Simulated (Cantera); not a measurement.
A perfectly stirred reactor is fed with 22.2 % H2, 16.3 % O2, 61.3 % N2, 0.120 % NO, at 3750 Torr; it is adiabatic with a 800 K inlet, and is followed from long to short residence time, starting on the burning branch (τ in s: 0.058, 0.029, 0.015, 0.0077, 0.0039, 0.002, 0.001, 0.00052, 0.00027, 0.00014, 6.9e-05).

Computed with Cantera and GRI-Mech 3.0 (53 species, 325 reactions). The hydrogen kinetics of GRI-Mech 3.0 are dated; newer H2 mechanisms differ, most at raised pressure. The mechanism lacks 2 NO + O2 → 2 NO2 and HONO, so NO2 and the effect of NO are under-described below about 1400 K.

### Question
Predict: blow-out, bracketed by the residence times tried; x(H2) at τ = 58.0 ms; x(O2) at τ = 58.0 ms; x(NO) at τ = 58.0 ms; x(N2O) at τ = 58.0 ms; x(O) at τ = 58.0 ms; x(H2) at τ = 2.00 ms; x(O2) at τ = 2.00 ms; x(NO) at τ = 2.00 ms; x(N2O) at τ = 2.00 ms; x(O) at τ = 2.00 ms.

### Answer
```
Property                                                                           Value
------------------------------------------------  --------------------------------------
blow-out, bracketed by the residence times tried  burning at 69.0 µs, the shortest tried
x(H2) at τ = 58.0 ms                                                             0.00139
x(O2) at τ = 58.0 ms                                                              0.0545
x(NO) at τ = 58.0 ms                                                             0.00678
x(N2O) at τ = 58.0 ms                                                            9.63e-7
x(O) at τ = 58.0 ms                                                             0.000746
x(H2) at τ = 2.00 ms                                                             0.00186
x(O2) at τ = 2.00 ms                                                              0.0567
x(NO) at τ = 2.00 ms                                                             0.00214
x(N2O) at τ = 2.00 ms                                                            1.03e-6
x(O) at τ = 2.00 ms                                                             0.000973
```
